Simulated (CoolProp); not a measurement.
Properties of dry air along the isotherm 84.1 K (Tc = 132.5 K, pc = 3.786 MPa, ω = 0.034).

Values from CoolProp's reference Helmholtz-energy equation of state, Lemmon 2000. It is a pseudo-pure fit of the blend.

| p (MPa) | phase | density (kg/m³) | cp (kJ/(kg K)) | cv (kJ/(kg K)) | speed of sound (m/s) | viscosity (µPa s) |
|---|---|---|---|---|---|---|
| 0.0299 | gas | 1.252 | 1.023 | 0.7233 | 182.8 | 5.99 |
| 0.0452 | gas | 1.902 | 1.034 | 0.7276 | 182.3 | 5.99 |
| 0.0681 | gas | 2.890 | 1.051 | 0.7344 | 181.4 | 5.99 |
| 0.103 | gas | 4.429 | 1.080 | 0.7456 | 180.0 | 5.99 |
| 0.353 | liquid | 851.5 | 1.957 | 1.025 | 818.1 | 140 |
| 0.532 | liquid | 852.0 | 1.955 | 1.025 | 819.7 | 141 |
| 0.803 | liquid | 852.8 | 1.952 | 1.026 | 822.1 | 141 |
| 1.21 | liquid | 853.9 | 1.947 | 1.026 | 825.7 | 142 |
| 1.83 | liquid | 855.7 | 1.940 | 1.027 | 831.0 | 144 |
| 2.76 | liquid | 858.2 | 1.931 | 1.029 | 838.8 | 146 |
| 4.16 | liquid | 861.8 | 1.917 | 1.032 | 850.1 | 150 |
| 6.27 | liquid | 867.1 | 1.899 | 1.036 | 866.4 | 155 |
| 9.46 | liquid | 874.6 | 1.876 | 1.042 | 889.2 | 162 |

Viscosity comes from a separate model (Lemmon 2004).
